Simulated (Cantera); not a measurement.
A perfectly stirred reactor is fed with 3.19 % CO, 0.766 % H2, 1.82 % CH4, 8.65 % O2, 85.6 % N2, at 5.00 bar; it is adiabatic with a 725 K inlet, and is followed from long to short residence time, starting on the burning branch (τ in s: 0.21, 0.099, 0.047, 0.023, 0.011, 0.0052, 0.0025, 0.0012, 0.00056, 0.00027, 0.00013, 6.1e-05).

Computed with Cantera and GRI-Mech 3.0 (53 species, 325 reactions).

Predict: blow-out, bracketed by the residence times tried; x(CO) at τ = 0.210 s; x(H2) at τ = 0.210 s; x(CH4) at τ = 0.210 s; x(CH2O) at τ = 0.210 s; x(C2H2) at τ = 0.210 s; x(CO) at τ = 2.50 ms; x(H2) at τ = 2.50 ms; x(CH4) at τ = 2.50 ms; x(CH2O) at τ = 2.50 ms; x(C2H2) at τ = 2.50 ms.


```
Property                                                                      Result
------------------------------------------------  ----------------------------------
blow-out, bracketed by the residence times tried  burning at 2.50 ms, out at 1.20 ms
x(CO) at τ = 0.210 s                                                        0.000204
x(H2) at τ = 0.210 s                                                         1.20e-5
x(CH4) at τ = 0.210 s                                                        6.33e-6
x(CH2O) at τ = 0.210 s                                                       5.29e-7
x(C2H2) at τ = 0.210 s                                                       2.86e-9
x(CO) at τ = 2.50 ms                                                         0.00597
x(H2) at τ = 2.50 ms                                                        0.000331
x(CH4) at τ = 2.50 ms                                                       0.000177
x(CH2O) at τ = 2.50 ms                                                       1.56e-5
x(C2H2) at τ = 2.50 ms                                                       2.27e-8
```
